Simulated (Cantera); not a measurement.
Charge: 1 mol HMDSO, 6.6 mol N2O, held at 675 °C and 0.000130 bar.

These are equilibrium values from Cantera (NASA tables, ideal gas, pure condensed phases), not measurements of a reactor. Candidate condensed phases: C, C6H6, C7H8, C8H18, H2O, Si, SiC, SiO2, Si2N2O, Si3N4; 151 gas species. The feed counts by its element totals alone. Equilibrium is a limit: real reactors are often held back by kinetics, nucleation or transport.

Problem. What is the equilibrium state?

Solution. 
* **x(H2)**: 0.469
* **x(N2)**: 0.344
* **x(CO)**: 0.187
* **x(H2O)**: 1.11e-5
* **x(CO2)**: 8.00e-6
* **x(CH4)**: 4.90e-6
* **n(C(graphite))**: 2.40 mol
* **n(SiO2(β-quartz))**: 2.00 mol
* **gas amount**: 19.20 mol
* **log10 activity of Si(s) (absent)**: -9.94
